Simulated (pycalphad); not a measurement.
CALPHAD calculation (pycalphad, COST 507 light-alloy database (1999)), 1 atm. These are 1990s assessments: newer ones move some temperatures and phases. Amounts are mole fractions of atoms. Diffusion is slow at the low end, where real alloys seldom reach equilibrium.

**Question.** Give the equilibrium state of Ti-1.87Hf-4.47B (at.%) at 1457 °C.

**Answer.** bcc, fraction 0.914, with 2.0 Hf, 0.21 B at.%; BM, fraction 0.086, with 0.19 Hf, 50.0 B at.%.

**Question.** Give the equilibrium state of Ti-1.87Hf-4.47B (at.%) at 337 °C.

**Answer.** hcp, fraction 0.911, with 2.0 Hf, 0.02 B at.%; BM, fraction 0.089, with 0.05 Hf, 50.0 B at.%.

Database names, with the compositions (at.%) that they take in these runs: BM: Ti 50 B 50.
